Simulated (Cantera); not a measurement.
An adiabatic, constant-volume homogeneous reactor starts with CO : H2 : CH4 : O2 : N2 : H2O = 1 : 0.2 : 0.41 : 1.65 : 6.21 : 0.51 (molar parts), equivalence ratio 0.86, at 1498 K and 1000000 Pa.

Detailed kinetics in Cantera: GRI-Mech 3.0 (53 species, 325 reactions).

Problem. Predict: time of steepest temperature rise; temperature at 7.00 s; equilibrium temperature; x(CO) at 7.00 s; x(H2) at 7.00 s; x(HCN) at 7.00 s; x(NO2) at 7.00 s; x(OH) at 7.00 s.

Solution. 
```
Quantity                                                            Result
---------------------------------  ---------------------------------------
time of steepest temperature rise                                  34.9 µs
temperature at 7.00 s                                               2972 K
equilibrium temperature                                             2972 K
x(CO) at 7.00 s                      0.0399 (gas-phase equilibrium 0.0399)
x(H2) at 7.00 s                    0.00721 (gas-phase equilibrium 0.00721)
x(HCN) at 7.00 s                   5.50e-9 (gas-phase equilibrium 5.50e-9)
x(NO2) at 7.00 s                   1.69e-5 (gas-phase equilibrium 1.69e-5)
x(OH) at 7.00 s                      0.0178 (gas-phase equilibrium 0.0178)
```
